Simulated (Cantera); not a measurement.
A perfectly stirred reactor is fed with 52.6 % CH₄, 40.0 % CO₂, 7.37 % H₂, at 825 Torr; it is held at 1775 K, and followed from long to short residence time.

Detailed kinetics in Cantera: GRI-Mech 3.0 (53 species, 325 reactions).

Question: Predict: x(CH₄) at τ = 8.40 s; x(CO₂) at τ = 8.40 s; x(H₂) at τ = 8.40 s; x(CO) at τ = 8.40 s; x(H) at τ = 8.40 s; x(CH₄) at τ = 0.110 s; x(CO₂) at τ = 0.110 s; x(H₂) at τ = 0.110 s; x(CO) at τ = 0.110 s; x(H) at τ = 0.110 s.

Answer: 
```json
{
  "x(CH₄) at τ = 8.40 s": "0.00939",
  "x(CO₂) at τ = 8.40 s": "0.00367",
  "x(H₂) at τ = 8.40 s": "0.527",
  "x(CO) at τ = 8.40 s": "0.404",
  "x(H) at τ = 8.40 s": "0.000201",
  "x(CH₄) at τ = 0.110 s": "0.0505",
  "x(CO₂) at τ = 0.110 s": "0.0448",
  "x(H₂) at τ = 0.110 s": "0.371",
  "x(CO) at τ = 0.110 s": "0.283",
  "x(H) at τ = 0.110 s": "0.000157"
}
```
